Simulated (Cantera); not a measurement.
An isothermal, constant-pressure homogeneous reactor starts with 0.204 % CH4, 97.0 % H2, 0.301 % N2, 2.52 % H2O, at 2975 K and 12.0 Torr.

Model: GRI-Mech 3.0 (53 species, 325 reactions), integrated in Cantera. Radical loss at walls, strong at low pressure, is not modelled.

One state of this run: x CH4 = 0.000873; x H2 = 0.929; x C2H4 = 1.17e-6; x H = 0.0417; x HCN = 8.74e-8; x C2H2 = 0.000122. x: mole fraction; the columns are a selection and need not sum to one.

**Question.** Which value of t (s) does it belong to?
(A) 0.00140
(B) 0.196
(C) 8.00
(D) 0.000118

**Answer.** A, 0.00140
